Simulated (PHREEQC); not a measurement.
Solution (64 °C): 13 mmol/kgw CaSO4. Closed to the air; pH follows from the charge balance.

Computed with PHREEQC (ion-association model, phreeqc.dat).

Each row changes one thing in this solution. Precipitation was switched off in this run.

```tsv
case	pH	ionic strength (mol/kgw)	SO4-2 (mol/kgw)	HSO4- (mol/kgw)
as made	6.62	0.0352	0.00880	3.13e-7
0.024 mol/kgw H2SO4 added	1.71	0.0598	0.00916	0.0236
CaSO4 replaced by (NH4)2SO4 at the same molality	5.18	0.0356	0.0113	1.12e-5
diluted 100-fold with water	6.47	0.000508	0.000127	1.02e-8
temperature from 64 to 50 °C	6.75	0.0357	0.00891	1.64e-7
CaSO4 from 0.013 to 0.0026 mol/kgw	6.53	0.00854	0.00213	1.20e-7
0.00046 mol/kgw CO2 added	4.98	0.0352	0.00879	1.38e-5
temperature from 64 to 35 °C	6.92	0.0362	0.00906	7.82e-8
0.016 mol/kgw H2SO4 added	1.89	0.0515	0.00895	0.0159
```

Complexes and solids missing from the database can't appear. Constants without temperature data keep their 25 °C values here.
